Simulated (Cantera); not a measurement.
A closed system holds: 1 mol Fe(CO)₅, 1.7 mol CO, 0.11 mol N₂, held at 23.3 Torr.

Points: T (K) = 1048, 1098, 1148, 1198, 1248, 1298, 1348, 1398, 1448, 1498, 1548.

Cantera's Mixture.equilibrate('TP', solver="vcs", rtol=1e-11, max_steps=5000) on the NASA tables stopped like this:

```
T = 1048 K  P = 3100 Pa  gas = 6.766 mol
   x: CO 9.772e-01  N2 1.626e-02  CO2 6.568e-03
   condensed (mol): C(gr) 0.04444  Fe(a) 1
T = 1098 K  P = 3100 Pa  gas = 6.791 mol
   x: CO 9.811e-01  N2 1.620e-02  CO2 2.724e-03
   condensed (mol): C(gr) 0.0185  Fe(a) 1

*******************************************************************************
CanteraError thrown by VCS_SOLVE::solve_tp_inner:
vcs_solve_TP: ERROR on step change wt[30:Fe2O3(s)]: -1.3877787807814457e-17 < 0.0
*******************************************************************************
```

### Question
What got this run through?

### Answer
This is not unique; one that fits is The failure is numerical, not chemical. The same input converged with solver="gibbs", rtol=1e-10, max_steps=50000, and the result passed a check of the equilibrium conditions:
```
T = 1048 K  P = 3100 Pa  gas = 6.766 mol
   x: CO 9.772e-01  N2 1.626e-02  CO2 6.568e-03
   condensed (mol): C(gr) 0.04444  Fe(a) 1
T = 1098 K  P = 3100 Pa  gas = 6.791 mol
   x: CO 9.811e-01  N2 1.620e-02  CO2 2.724e-03
   condensed (mol): C(gr) 0.0185  Fe(a) 1
T = 1148 K  P = 3100 Pa  gas = 6.802 mol
   x: CO 9.826e-01  N2 1.617e-02  CO2 1.218e-03
   condensed (mol): C(gr) 0.008283  Fe(a) 1
T = 1198 K  P = 3100 Pa  gas = 6.806 mol
   x: CO 9.833e-01  N2 1.616e-02  CO2 5.826e-04
   condensed (mol): C(gr) 0.003965  Fe(c) 1
T = 1248 K  P = 3100 Pa  gas = 6.808 mol
   x: CO 9.835e-01  N2 1.616e-02  CO2 2.962e-04
   condensed (mol): C(gr) 0.002016  Fe(c) 1
T = 1298 K  P = 3100 Pa  gas = 6.809 mol
   x: CO 9.837e-01  N2 1.616e-02  CO2 1.589e-04
   condensed (mol): C(gr) 0.001082  Fe(c) 1
T = 1348 K  P = 3100 Pa  gas = 6.809 mol
   x: CO 9.838e-01  N2 1.615e-02  CO2 8.943e-05
   condensed (mol): C(gr) 0.000609  Fe(c) 1
T = 1398 K  P = 3100 Pa  gas = 6.81 mol
   x: CO 9.838e-01  N2 1.615e-02  CO2 5.254e-05
   condensed (mol): C(gr) 0.0003578  Fe(c) 1
T = 1448 K  P = 3100 Pa  gas = 6.81 mol
   x: CO 9.838e-01  N2 1.615e-02  CO2 3.208e-05  Fe 1.538e-06
   condensed (mol): C(gr) 0.0002184  Fe(c) 1
T = 1498 K  P = 3100 Pa  gas = 6.81 mol
   x: CO 9.838e-01  N2 1.615e-02  CO2 2.027e-05  Fe 4.637e-06
   condensed (mol): C(gr) 0.000138  Fe(c) 1
T = 1548 K  P = 3100 Pa  gas = 6.81 mol
   x: CO 9.838e-01  N2 1.615e-02  CO2 1.322e-05  Fe 1.299e-05
   condensed (mol): C(gr) 8.999e-05  Fe(c) 0.9999
```

The gas is ideal and each condensed phase is pure. Condensed phases not in the tables: cementite and carbon dissolved in iron.
